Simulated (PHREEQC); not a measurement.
Dissolve 2.4 mol LiBr and 0.99 mol Na2SO4 per kg of water at 20 °C. Closed to the air; pH follows from the charge balance.

All values are PHREEQC results (Pitzer model, pitzer.dat), not measurements.

| quantity | before | after |
|---|---|---|
| HSO4- (mol/kgw) | 3.39e-7 | 2.41e-7 |
| SI of Mirabilite (Na2SO4:10H2O) | -0.50 | -0.20 |
| SI of Thenardite (Na2SO4) | -0.97 | -1.24 |

What was changed between the two runs?
A. LiBr left out
B. Na2SO4 from 0.99 to 1.48 mol/kgw
C. Na2SO4 from 0.99 to 1.09 mol/kgw
D. diluted 2-fold with water

A, LiBr left out

No solid was allowed to form.
